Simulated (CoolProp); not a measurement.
Vapour-liquid equilibrium of R13 (1) + R11 (2) at 1.76 bar; x and y are mole fractions of (1).

The numbers come from the multi-fluid Helmholtz-energy mixture model, Platzer 1990 and Jacobsen 1992; pair parameters Bell 2016 in CoolProp. This equation is an older, rougher fit; its heat capacities, sound speeds and derivatives of the liquid may be far off and weren't checked against measurements.

Task: Give the bubble temperature and the first vapour's composition at x = 0.05, 0.25, 0.85. Is there an azeotrope?

Result: x = 0.05: -0.4 °C, y = 0.776; x = 0.25: -47.5 °C, y = 0.984; x = 0.85: -67.3 °C, y = 0.999. No azeotrope shows between x = 0.05 and 0.95.

Pair parameters are fitted to limited data, so mixtures are less certain than the pure fluids. With so large a gap from Raoult's law the liquid may split in two, which this calculation doesn't test in full.
